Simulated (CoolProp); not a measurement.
The fluid at 352.62 K and 0.0881 MPa (gas) is heated at constant pressure to 474.9 K. The same conditions are run with several fluids, on thermodynamics alone (safety and materials aside).

Computed with CoolProp (reference Helmholtz-energy equation of state of each fluid (R141b: Lemmon 2006; isobutane: Bücker 2006; sulfur dioxide: Gao 2016)).

**Question.** Rank R141b, isobutane, sulfur dioxide by heat (kJ/kg), highest first.

**Answer.** isobutane (270), R141b (112), sulfur dioxide (84.5)

```json
[
 {"fluid": "R141b", "final density (kg/m³)": "2.63"},
 {"fluid": "isobutane", "final density (kg/m³)": "1.30"},
 {"fluid": "sulfur dioxide", "final density (kg/m³)": "1.43"}
]
```
